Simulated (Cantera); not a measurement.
An adiabatic, constant-volume homogeneous reactor starts with C3H8 : O2 : N2 = 1 : 2.17 : 8.17 (molar parts), equivalence ratio 2.3, at 1273 K and 760 Torr. Integrator tolerance rtol = 1e-08.

Cantera simulation using GRI-Mech 3.0 (53 species, 325 reactions); the numbers are that mechanism's predictions, not measurements. GRI-Mech 3.0 was tuned for natural gas; its chemistry of propane as a main component is partial and can be far from experiment.

Question: What does this change do: N2 8.17 to 23 parts?

Answer: 
```tsv
quantity	before	after
time of steepest temperature rise	1.48 ms	3.06 ms
temperature at 8.00 s	2563 K	1993 K
equilibrium temperature	2563 K	1993 K
x(C3H8) at 8.00 s	<1e-12 (gas-phase equilibrium <1e-12)	<1e-12 (gas-phase equilibrium <1e-12)
x(O2) at 8.00 s	4.00e-6 (gas-phase equilibrium 4.00e-6)	6.12e-9 (gas-phase equilibrium 6.12e-9)
x(HCO) at 8.00 s	5.62e-7 (gas-phase equilibrium 5.62e-7)	2.18e-8 (gas-phase equilibrium 2.18e-8)
x(N2O) at 8.00 s	7.02e-9 (gas-phase equilibrium 7.02e-9)	9.51e-11 (gas-phase equilibrium 9.50e-11)
x(C2H) at 8.00 s	<1e-12 (gas-phase equilibrium <1e-12)	<1e-12 (gas-phase equilibrium <1e-12)
```
